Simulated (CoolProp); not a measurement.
R125 at 248.65 K and 0.583 MPa flows at 0.39 m/s in a round tube of 10 mm bore and 45 µm roughness, fully developed (64/Re and Nu = 3.66 if laminar; Colebrook and Gnielinski if turbulent). Each further row changes one setting.

Values from CoolProp's reference Helmholtz-energy equation of state, Lemmon 2005.

| case | Reynolds number | Darcy friction factor | pressure drop (Pa/m) | heat-transfer coefficient (W/(m² K)) | mass flow (kg/h) |
|---|---|---|---|---|---|
| as stated | 19200 | 0.0339 | 368 | 1120 | 157 |
| velocity 0.78 m/s | 38300 | 0.0319 | 1380 | 2210 | 314 |
| diameter 20 mm | 38300 | 0.0278 | 151 | 1000 | 629 |

Viscosity comes from a separate model (Huber 2006). Thermal conductivity comes from a separate model (Perkins 2006).
